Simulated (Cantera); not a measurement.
Input: 1 mol CS₂, 0.12 mol H₂, equilibrated at 2875 K and 1.33 mbar.

Equilibrium computed with Cantera from the NASA thermochemical tables; the gas is ideal and each condensed phase is pure. Candidate condensed phases: C, C₆H₆, C₇H₈, C₈H₁₈, S; 83 gas species. Kinetics and transport are ignored.

Base state: CS 0.450, S 0.433, H 0.105, S₂ 0.00838, H₂ 0.00131, CS₂ 0.00109, SH 0.000907, C 0.000424 (mole fractions); condensed: gas only.

Problem. What changes in the equilibrium state with this change: H₂ from 0.12 to 0.3 mol?

Solution. 
| species | before | after |
|---|---|---|
| CS | 0.450 | 0.389 |
| S | 0.433 | 0.375 |
| H | 0.105 | 0.221 |
| H₂ | 0.00131 | 0.00580 |
| SH | 0.000907 | 0.00166 |
| CS₂ | 0.00109 | 0.000816 |

Problem. What changes in the equilibrium state with this change: temperature from 2875 K to 2098 K?

Solution. 
| species | before | after |
|---|---|---|
| CS | 0.450 | 0.477 |
| S₂ | 0.00838 | 0.198 |
| CS₂ | 0.00109 | 0.162 |
| S | 0.433 | 0.0714 |
| H₂ | 0.00131 | 0.0610 |
| H | 0.105 | 0.0208 |
| C | 0.000424 | 3.44e-8 |
| H₂S | 4.94e-7 | 0.000453 |
| SH | 0.000907 | 0.00966 |
